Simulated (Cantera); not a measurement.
Input: 1 mol SiCl₄, 0.17 mol NO, 12 mol H₂, equilibrated at 600 K and 13.3 mbar.

These are equilibrium values from Cantera (NASA tables, ideal gas, pure condensed phases), not measurements of a reactor. Candidate condensed phases: H₂O, NH₄Cl, Si, SiO₂, Si₂N₂O, Si₃N₄; 47 gas species. Rates play no part.

Base state: H₂ 0.876, HCl 0.0644, SiCl₄ 0.0596, SiHCl₃ 2.23e-5 (mole fractions); condensed: SiO₂(α-quartz) + Si₂N₂O(s).

Problem. What changes in the equilibrium state with this change: temperature from 600 K to 1125 K?

Solution. 
| species | before | after |
|---|---|---|
| H₂ | 0.876 | 0.852 |
| HCl | 0.0644 | 0.0885 |
| SiCl₄ | 0.0596 | 0.0409 |
| SiCl₂ | <1e-9 | 0.00650 |
| SiCl₃ | <1e-9 | 0.00465 |
| SiH₂Cl₂ | <1e-9 | 0.000140 |
| SiHCl₃ | 2.23e-5 | 0.00685 |
| SiO₂(α-quartz), mol | 0.0425 | 0 |
| Si₂N₂O(s), mol | 0.0850 | 0.0850 |
| SiO₂(β-quartz), mol | 0 | 0.0425 |
Mutual solubility and eutectic melting of coexisting phases are not modelled. The tables' values for SiCl₃ are old estimates; treat these amounts as uncertain.

Problem. What changes in the equilibrium state with this change: SiCl₄ replaced by SiH₂Cl₂?

Solution. 
```
species               before     after
-------------------  -------  --------
H₂                     0.876     0.960
SiCl₄                 0.0596    0.0300
SiHCl₃               2.23e-5   0.00940
HCl                   0.0644   8.42e-5
SiH₂Cl₂                <1e-9  0.000148
SiO₂(α-quartz), mol   0.0425    0.0425
Si₂N₂O(s), mol        0.0850    0.0850
Si(s), mol                 0     0.255
```
